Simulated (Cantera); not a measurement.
A closed system holds: 1 mol SiO2, 3.8 mol CO, 12 mol H2, at 1573 K and 11.0 Pa.

Equilibrium computed with Cantera from the NASA thermochemical tables; the gas is ideal and each condensed phase is pure. Candidate condensed phases: C, C6H6, C7H8, C8H18, H2O, Si, SiC, SiO2; 123 gas species. The tables hold silica as quartz up to 1696 K and as liquid above; real silica turns to tridymite and cristobalite and melts near 1996 K. Kinetics and transport are ignored.

Base state: H2 0.740, CO 0.237, SiO 0.00978, H2O 0.00881, H 0.00334, CO2 0.000974 (mole fractions); condensed: SiO2(β-quartz).

Question: What changes in the equilibrium state with this change: pressure from 11.0 Pa to 1330 Pa?

Answer: 
```json
[
 {"species": "H2", "before": "0.740", "after": "0.758"},
 {"species": "CO", "before": "0.237", "after": "0.240"},
 {"species": "SiO", "before": "0.00978", "after": "0.000898"},
 {"species": "H2O", "before": "0.00881", "after": "0.000810"},
 {"species": "CO2", "before": "0.000974", "after": "8.87e-5"},
 {"species": "H", "before": "0.00334", "after": "0.000307"},
 {"species": "SiO2(β-quartz), mol", "before": "0.844", "after": "0.986"}
]
```
